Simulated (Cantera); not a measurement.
A closed system holds: 1 mol c-C₄F₈, 0.67 mol CH₄, 4.6 mol H₂, at 0.133 bar.

These are equilibrium values from Cantera (NASA tables, ideal gas, pure condensed phases), not measurements of a reactor. Candidate condensed phases: C, C₆H₆, C₇H₈, C₈H₁₈; 95 gas species. The feed counts by its element totals alone. The numbers say what is thermodynamically allowed, not how fast it happens.

x: gas mole fraction; n: condensed amount in mol.

```json
[
 {"T (°C)": "2250", "x HF": "0.792", "x H₂": "0.174", "x H": "0.0318", "x C₂H₂ (acetylene)": "[?]", "n C(graphite)": "4.63"},
 {"T (°C)": "2325", "x HF": "0.787", "x H₂": "0.167", "x H": "0.0426", "x C₂H₂ (acetylene)": "[?]", "n C(graphite)": "4.61"},
 {"T (°C)": "2400", "x HF": "0.781", "x H₂": "0.159", "x H": "0.0559", "x C₂H₂ (acetylene)": "[?]", "n C(graphite)": "4.59"},
 {"T (°C)": "2475", "x HF": "0.774", "x H₂": "0.149", "x H": "0.0717", "x C₂H₂ (acetylene)": "[?]", "n C(graphite)": "4.57"},
 {"T (°C)": "2550", "x HF": "0.765", "x H₂": "0.137", "x H": "0.0899", "x C₂H₂ (acetylene)": "[?]", "n C(graphite)": "4.54"},
 {"T (°C)": "2625", "x HF": "0.754", "x H₂": "0.124", "x H": "0.110", "x C₂H₂ (acetylene)": "[?]", "n C(graphite)": "4.50"},
 {"T (°C)": "2700", "x HF": "0.741", "x H₂": "0.111", "x H": "0.132", "x C₂H₂ (acetylene)": "[?]", "n C(graphite)": "4.43"}
]
```

**Question.** Complete the blanks.

**Answer.** 
- 2250, x C₂H₂ (acetylene): 0.00207
- 2325, x C₂H₂ (acetylene): 0.00269
- 2400, x C₂H₂ (acetylene): 0.00339
- 2475, x C₂H₂ (acetylene): 0.00415
- 2550, x C₂H₂ (acetylene): 0.00493
- 2625, x C₂H₂ (acetylene): 0.00569
- 2700, x C₂H₂ (acetylene): 0.00636
